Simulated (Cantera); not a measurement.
Predominance diagram of Ta at 1027 °C against the partial pressures of O₂ and CO (log10, bar). Cantera with NASA thermochemical tables; ideal gases at 1 bar, condensed phases pure. Candidates: Ta(s), TaC(s), Ta₂O₅(s). Only these pure phases compete in this equilibrium. TaC: taken at fixed stoichiometry. Not in the tables: Ta₂C.

Which phase is stable at these pairs, and which metal-bearing vapour leads over it? (0, -6); (-12.5, -1.5); (-20.8, -9); (-15.3, -9); (-22.2, -3); (-18.1, -4.5); (-8.3, -9)


```tsv
log p(O₂)	log p(CO)	phase	chief vapour	log p (bar)
0	-6	Ta₂O₅(s)	TaO₂	-20.2
-12.5	-1.5	Ta₂O₅(s)	TaO₂	-17.1
-20.8	-9	Ta₂O₅(s)	TaO₂	-15.0
-15.3	-9	Ta₂O₅(s)	TaO₂	-16.4
-22.2	-3	TaC(s)	TaO₂	-17.3
-18.1	-4.5	Ta₂O₅(s)	TaO₂	-15.7
-8.3	-9	Ta₂O₅(s)	TaO₂	-18.1
```
